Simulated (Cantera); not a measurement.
Feed: 1 mol C2F6, 0.045 mol Si, held at 0.260 bar.

Equilibrium computed with Cantera from the NASA thermochemical tables; the gas is ideal and each condensed phase is pure. Candidate condensed phases: C, Si, SiC; 23 gas species. The feed counts by its element totals alone. Gases not in the tables: C2F6 and larger saturated fluorocarbons. Kinetics and transport are ignored. All values below are at 1250 K.

Base state: CF4 0.970, SiF4 0.0300 (mole fractions); condensed: C(graphite).

What changes in the equilibrium state with this change: C2F6 replaced by CCl4?


| species | before | after |
|---|---|---|
| Cl2 | 0 | 0.962 |
| SiCl4 | 0 | 0.0228 |
| Cl | 0 | 0.0150 |
| CF4 | 0.970 | 0 |
| SiF4 | 0.0300 | 0 |
| CCl4 | 0 | 0.000196 |
| C(graphite), mol | 0.545 | 1.000 |
Gases not in the tables: chlorinated aromatics.
